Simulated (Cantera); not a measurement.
## SiCl₄ + N₂ + NH₃ (silicon nitride deposition)

Feed: 1 mol SiCl₄, 13 mol N₂, 22 mol NH₃, equilibrated at 6.50 mbar.

These are equilibrium values from Cantera (NASA tables, ideal gas, pure condensed phases), not measurements of a reactor. Candidate condensed phases: NH₄Cl, Si, Si₃N₄; 28 gas species. The tables' values for SiCl, SiN, SiCl₃ are old estimates; treat these amounts as uncertain. Gases not in the tables: Si₂H₆ and higher silanes. Rates play no part.

```json
[
 {"T (K)": "700", "log p H₂": "-2.46", "log p N₂": "-2.58", "log p HCl": "-3.35", "log p H": "<-14", "log p SiCl₂": "<-14", "log p Si": "<-14", "log p Cl": "<-14", "log p SiCl": "<-14", "n Si₃N₄(s)": "0.332", "n Si(l)": "0"},
 {"T (K)": "900", "log p H₂": "-2.46", "log p N₂": "-2.59", "log p HCl": "-3.35", "log p H": "-11.16", "log p SiCl₂": "-11.02", "log p Si": "<-14", "log p Cl": "-12.06", "log p SiCl": "<-14", "n Si₃N₄(s)": "0.333", "n Si(l)": "0"},
 {"T (K)": "1100", "log p H₂": "-2.46", "log p N₂": "-2.59", "log p HCl": "-3.35", "log p H": "-8.82", "log p SiCl₂": "-8.22", "log p Si": "<-14", "log p Cl": "-9.76", "log p SiCl": "<-14", "n Si₃N₄(s)": "0.333", "n Si(l)": "0"},
 {"T (K)": "1300", "log p H₂": "-2.46", "log p N₂": "-2.58", "log p HCl": "-3.35", "log p H": "-7.19", "log p SiCl₂": "-6.30", "log p Si": "-12.84", "log p Cl": "-8.15", "log p SiCl": "-11.25", "n Si₃N₄(s)": "0.332", "n Si(l)": "0"},
 {"T (K)": "1500", "log p H₂": "-2.46", "log p N₂": "-2.58", "log p HCl": "-3.38", "log p H": "-5.98", "log p SiCl₂": "-4.94", "log p Si": "-9.14", "log p Cl": "-6.99", "log p SiCl": "-8.42", "n Si₃N₄(s)": "0.298", "n Si(l)": "0"},
 {"T (K)": "1700", "log p H₂": "-2.46", "log p N₂": "-2.58", "log p HCl": "-3.52", "log p H": "-5.06", "log p SiCl₂": "-4.17", "log p Si": "-6.32", "log p Cl": "-6.23", "log p SiCl": "-6.40", "n Si₃N₄(s)": "0.126", "n Si(l)": "0"},
 {"T (K)": "1900", "log p H₂": "-2.46", "log p N₂": "-2.58", "log p HCl": "-3.53", "log p H": "-4.33", "log p SiCl₂": "-4.17", "log p Si": "-4.90", "log p Cl": "-5.52", "log p SiCl": "-5.50", "n Si₃N₄(s)": "0", "n Si(l)": "0.213"},
 {"T (K)": "2100", "log p H₂": "-2.48", "log p N₂": "-2.59", "log p HCl": "-3.47", "log p H": "-3.75", "log p SiCl₂": "-4.46", "log p Si": "-4.21", "log p Cl": "-4.87", "log p SiCl": "-5.16", "n Si₃N₄(s)": "0", "n Si(l)": "0"}
]
```
log p: log10 of the partial pressure in bar; n: condensed amount in mol.

From 700 K to 1700 K the condensed part is Si₃N₄(s). At 1900 K the condensed part is Si(l). At 2100 K nothing is condensed. The main Si-bearing gas is SiCl₄ at 700 K and Si at 2100 K. The share of Si in condensed phases is highest at 1100 K (100.0 %) and lowest at 2100 K (0.0 %).
